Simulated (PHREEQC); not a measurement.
Consider water at 25 °C with 1 mmol/kgw NaOH, 2.2 mmol/kgw K2SiO3 and 1 mmol/kgw (CH3)4NCl. Closed to the air; pH follows from the charge balance.

The numbers come from PHREEQC with the ion-association model, wateq4f.dat.

Q: The ionic strength comes out as 0.00645 mol/kgw. What activity coefficients do Na+, Cl-, H3SiO4-, K+, H2SiO4-2 get?

A: Na+ 0.92, Cl- 0.92, H3SiO4- 0.92, K+ 0.92, H2SiO4-2 0.72.

This is a speciation only: nothing precipitates in the calculation. (CH3)4N+ isn't in the database: it is added as a free cation with an ion size of 4 Å.
